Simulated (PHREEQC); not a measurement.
Solution (15 °C): 0.032 mol/kgw NH3, 0.00019 mol/kgw H3BO3 and 0.00031 mol/kgw K2CO3. Closed to the air; pH follows from the charge balance.

Equilibrium calculation in PHREEQC: ion-association model, wateq4f.dat.

- pH = 11.16
- ionic strength = 0.00171 mol/kgw
- total alkalinity = 32.6 meq/kg

```json
[
 {"species": "NH3", "molality": "0.0312", "activity": "0.0312", "log γ": "0.000"},
 {"species": "NH4+", "molality": "0.000825", "activity": "0.000788", "log γ": "-0.020"},
 {"species": "OH-", "molality": "0.000681", "activity": "0.000650", "log γ": "-0.020"},
 {"species": "K+", "molality": "0.000620", "activity": "0.000592", "log γ": "-0.020"},
 {"species": "CO3-2", "molality": "0.000267", "activity": "0.000223", "log γ": "-0.077"},
 {"species": "H2BO3-", "molality": "0.000187", "activity": "0.000179", "log γ": "-0.020"},
 {"species": "HCO3-", "molality": "4.34e-5", "activity": "4.15e-5", "log γ": "-0.019"},
 {"species": "H3BO3", "molality": "2.60e-6", "activity": "2.60e-6", "log γ": "0.000"}
]
```

Precipitation was switched off in this run. Species that the database lacks are ignored.
